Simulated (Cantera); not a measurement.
An isothermal, constant-pressure homogeneous reactor starts with CH4 : H2 : CO2 = 0.0085 : 1 : 0.022 (molar parts), at 2375 K and 0.0263 atm.

Computed with Cantera and GRI-Mech 3.0 (53 species, 325 reactions). Radical loss at walls, strong at low pressure, is not modelled.

One state of this run: x CH4 = 6.29e-12; x H2 = 0.878; x CO2 = 6.58e-5; x CO = 0.0279; x HO2 = 2.00e-11. x: mole fraction; the columns are a selection and need not sum to one.

Which value of t (s) does it belong to?
A) 0.00110
B) 0.0632
C) 10.0
D) 0.000400

C, 10.0
